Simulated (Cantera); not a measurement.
Input: 1 mol SiH₂Cl₂, 9.4 mol NH₃, 6.1 mol H₂, equilibrated at 1600 K and 10000 Pa.

Method: chemical equilibrium by Gibbs-energy minimisation in Cantera with the NASA 1993 tables (ideal gas, pure condensed phases). Candidate condensed phases: NH₄Cl, Si, Si₃N₄; 28 gas species. The tables' values for SiCl₃ are old estimates; treat these amounts as uncertain. Rates play no part.

Base state: H₂ 0.771, N₂ 0.155, HCl 0.0725, SiCl₂ 0.00169, H 0.000151, SiCl₃ 6.04e-5, Cl 1.12e-5 (mole fractions); condensed: Si₃N₄(s).

Question: What changes in the equilibrium state with this change: temperature from 1600 K to 798 K?

Answer: 
```json
[
 {"species": "H₂", "before": "0.771", "after": "0.770"},
 {"species": "N₂", "before": "0.155", "after": "0.154"},
 {"species": "HCl", "before": "0.0725", "after": "0.0759"},
 {"species": "SiCl₂", "before": "0.00169", "after": "<1e-9"},
 {"species": "SiCl₄", "before": "5.30e-6", "after": "7.78e-5"},
 {"species": "H", "before": "0.000151", "after": "<1e-9"},
 {"species": "SiCl₃", "before": "6.04e-5", "after": "1.67e-9"},
 {"species": "Cl", "before": "1.12e-5", "after": "<1e-9"},
 {"species": "Si₃N₄(s), mol", "before": "0.318", "after": "0.333"}
]
```

Question: What changes in the equilibrium state with this change: temperature from 1600 K to 1323.15 K?

Answer: 
```tsv
species	before	after
H₂	0.771	0.770
N₂	0.155	0.154
HCl	0.0725	0.0761
SiCl₂	0.00169	3.11e-5
H	0.000151	4.41e-6
Cl	1.12e-5	3.66e-7
SiCl₃	6.04e-5	7.78e-6
Si₃N₄(s), mol	0.318	0.333
```
